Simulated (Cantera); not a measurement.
A perfectly stirred reactor is fed with H₂ : O₂ : N₂ = 0.73 : 1 : 1.6 (molar parts), at 0.316 atm; it is held at 1073 K, and followed from long to short residence time.

Model: GRI-Mech 3.0 (53 species, 325 reactions), integrated in Cantera. The temperature is held fixed by assumption; the heat of reaction is taken as removed at once.

One state of this run: x H₂ = 0.0529; x O₂ = 0.233; x OH = 0.00264; x HO₂ = 0.000107; x H₂O = 0.178. x: mole fraction; the columns are a selection and need not sum to one.

Q: Which value of τ (s) does it belong to?
A) 18
B) 0.00087
C) 4.3
D) 0.00021

A: D, 0.00021
